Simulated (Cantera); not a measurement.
A Cantera script and its output.

```python
import numpy as np
import cantera as ct

gas = ct.Solution("h2o2.yaml")
gas.TPX = 1075, 1333, {'H2': 0.089, 'O2': 1}
reactor = ct.IdealGasConstPressureReactor(gas, energy="off", clone=False)
net = ct.ReactorNet([reactor])
net.rtol, net.atol = 1e-08, 1e-18
show = ['H2', 'O2', 'O', 'OH', 'H']
times = np.geomspace(4e-05, 4, 12)

steps = ct.SolutionArray(gas, extra=["t"])
rows = []
print(f"{'t/s':>10s}{'T/K':>9s}{'P/Pa':>11s}" + "".join(f"{s:>11s}" for s in show))
for t in times:
    while net.time < t:
        t_next = net.step()
        steps.append(gas.state, t=t_next)
    rows.append([np.interp(t, steps.t, y) for y in (steps.T, steps.P, *steps(*show).X.T)])
    print(f"{t:10.3e}{rows[-1][0]:9.1f}{rows[-1][1]:11.4g}" + "".join(f"{x:11.3e}" for x in rows[-1][2:]))
rate = np.gradient(steps.T, steps.t)
print("integrator steps:", len(steps.t))
if steps.T.max() > steps.T[0] + 200:
    print(f"time of steepest temperature rise: {steps.t[rate.argmax()]:.4e} s")
gas.TPX = 1075, 1333, {'H2': 0.089, 'O2': 1}
gas.equilibrate("TP")
print(f"equilibrium (TP): T = {gas.T:.1f} K  " + "  ".join(f"{s} {gas[s].X[0]:.3e}" for s in show))
```

Output:

```
       t/s      T/K       P/Pa         H2         O2          O         OH          H
 4.000e-05   1075.0       1333  8.173e-02  9.183e-01  3.824e-11  3.288e-11  1.670e-10
 1.139e-04   1075.0       1333  8.173e-02  9.183e-01  2.616e-10  1.836e-10  4.539e-10
 3.245e-04   1075.0       1333  8.173e-02  9.183e-01  2.159e-09  1.208e-09  2.087e-09
 9.241e-04   1075.0       1333  8.173e-02  9.183e-01  8.311e-08  4.344e-08  6.892e-08
 2.632e-03   1075.0       1333  7.859e-02  9.162e-01  1.223e-03  6.233e-04  1.048e-03
 7.495e-03   1075.0       1333  1.886e-03  8.766e-01  3.135e-02  3.099e-03  1.549e-02
 2.135e-02   1075.0       1333  8.260e-04  8.988e-01  1.371e-02  2.029e-03  4.316e-03
 6.080e-02   1075.0       1333  1.645e-04  9.116e-01  2.718e-03  8.836e-04  3.670e-04
 1.732e-01   1075.0       1333  2.056e-05  9.143e-01  3.487e-04  3.146e-04  1.671e-05
 4.931e-01   1075.0       1333  2.753e-06  9.147e-01  4.884e-05  1.183e-04  8.791e-07
 1.404e+00   1075.0       1333  4.827e-07  9.148e-01  8.967e-06  5.080e-05  6.929e-08
 4.000e+00   1075.0       1333  1.087e-07  9.148e-01  2.092e-06  2.454e-05  7.807e-09
integrator steps: 1809
equilibrium (TP): T = 1075.0 K  H2 5.443e-10  O2 9.148e-01  O 1.094e-08  OH 1.770e-06  H 2.985e-12
```

Model: the H2/O2 subset of GRI-Mech 3.0, which has no nitrogen chemistry, integrated in Cantera. Radical loss at walls, strong at low pressure, is not modelled. The temperature is held fixed by assumption; the heat of reaction is taken as removed at once.
